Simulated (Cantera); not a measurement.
# Si + N2O + H2 (thermal oxidation and active oxidation of silicon)

Input: 1 mol Si, 0.66 mol N2O, 220 mol H2, equilibrated at 1.00 bar.

Equilibrium computed with Cantera from the NASA thermochemical tables; the gas is ideal and each condensed phase is pure. Candidate condensed phases: H2O, Si, SiO2, Si2N2O, Si3N4; 35 gas species. Mutual solubility and eutectic melting of coexisting phases are not modelled. The tables hold silica as quartz up to 1696 K and as liquid above; real silica turns to tridymite and cristobalite and melts near 1996 K. Gases not in the tables: Si2H6 and higher silanes. Rates play no part.

```
T (K)   x H2       x H      x N2     x SiO      x Si  n SiO2(β-quartz)  n Si2N2O(s)  n Si(l)
-----  -----  --------  --------  --------  --------  ----------------  -----------  -------
998    0.999   2.15e-9  0.000955    <1e-12    <1e-12             0.105        0.448        0
1098   0.999   2.47e-8  0.000956  8.14e-12    <1e-12             0.103        0.448        0
1198   0.999   1.90e-7  0.000955  8.45e-10    <1e-12             0.102        0.449        0
1298   0.999   1.07e-6  0.000952   4.24e-8    <1e-12            0.0999        0.450        0
1398   0.999   4.73e-6  0.000948   1.20e-6    <1e-12            0.0978        0.451        0
1498   0.999   1.72e-5  0.000950   2.15e-5  1.85e-11            0.0940        0.451        0
1598   0.999   5.32e-5   0.00102  0.000259  8.24e-10            0.0738        0.435        0
1698   0.997  0.000144   0.00140   0.00135   3.10e-8                 0        0.351        0
1798   0.996  0.000351   0.00165   0.00164   3.08e-6                 0        0.296   0.0358
1898   0.993  0.000779   0.00298   0.00298   1.23e-5                 0            0    0.322
1998   0.992   0.00160   0.00298   0.00298   4.25e-5                 0            0    0.301
2098   0.991   0.00306   0.00297   0.00298  0.000131                 0            0    0.254
2198   0.988   0.00553   0.00297   0.00297  0.000362                 0            0    0.154
```
x: gas mole fraction; n: condensed amount in mol.

From 998 K to 1598 K the condensed part is SiO2(β-quartz) + Si2N2O(s). At 1698 K the condensed part is Si2N2O(s). At 1798 K the condensed part is Si(l) + Si2N2O(s). From 1898 K to 2198 K the condensed part is Si(l).
